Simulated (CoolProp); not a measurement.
Vapour pressure (MPa) of vinyl chloride: the reference equation beside estimates from Tc = 151.9 °C, pc = 5.600 MPa, ω = 0.160. Clausius-Clapeyron is anchored at 17.85 °C with a constant enthalpy of vaporisation of 20.54 kJ/mol.

Computed with CoolProp (reference Helmholtz-energy equation of state, Thol 2022).

| T (°C) | reference | Clausius-Clapeyron | van der Waals | Redlich-Kwong | Soave-Redlich-Kwong | Peng-Robinson |
|---|---|---|---|---|---|---|
| -3.75 | 0.1509 | 0.1606 | 0.6633 | 0.1996 | 0.1495 | 0.1512 |
| 0.55 | 0.1768 | 0.1855 | 0.7234 | 0.2323 | 0.1754 | 0.1770 |
| 4.85 | 0.2061 | 0.2133 | 0.7871 | 0.2689 | 0.2047 | 0.2060 |
| 9.25 | 0.2397 | 0.2449 | 0.8560 | 0.3105 | 0.2384 | 0.2394 |
| 13.55 | 0.2764 | 0.2793 | 0.9271 | 0.3556 | 0.2753 | 0.2759 |
| 17.85 | 0.3172 | 0.3172 | 1.002 | 0.4053 | 0.3164 | 0.3165 |
| 22.25 | 0.3636 | 0.3600 | 1.083 | 0.4611 | 0.3632 | 0.3627 |
| 26.55 | 0.4136 | 0.4059 | 1.166 | 0.5209 | 0.4138 | 0.4126 |
| 30.85 | 0.4686 | 0.4561 | 1.252 | 0.5861 | 0.4696 | 0.4676 |
| 35.15 | 0.5289 | 0.5108 | 1.343 | 0.6570 | 0.5309 | 0.5280 |

Absolute difference from the reference over all 10 rows, mean and median: Clausius-Clapeyron 2.7 and 2.4 %, van der Waals 234.0 and 225.7 %, Redlich-Kwong 28.2 and 28.2 %, Soave-Redlich-Kwong 0.4 and 0.4 %, Peng-Robinson 0.2 and 0.2 %.
